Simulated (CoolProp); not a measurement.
Properties of the fluoroketone C6F12O (FK-5-1-12) along the isotherm 471 K.

Values from CoolProp's reference Helmholtz-energy equation of state, McLinden 2015.

```tsv
p (bar)	phase	density (kg/m³)	cv (kJ/(kg K))	speed of sound (m/s)	fugacity coefficient
0.0296	gas	0.2390	1.008	112.7	0.9996
0.056	gas	0.4523	1.008	112.7	0.9992
0.106	gas	0.8568	1.008	112.6	0.9984
0.201	gas	1.627	1.008	112.4	0.9970
0.382	gas	3.100	1.008	112.2	0.9944
0.724	gas	5.906	1.008	111.6	0.9893
1.37	gas	11.29	1.009	110.6	0.9799
2.6	gas	21.83	1.011	108.7	0.9621
4.93	gas	43.02	1.015	104.8	0.9288
9.35	gas	88.60	1.023	96.86	0.8672
```
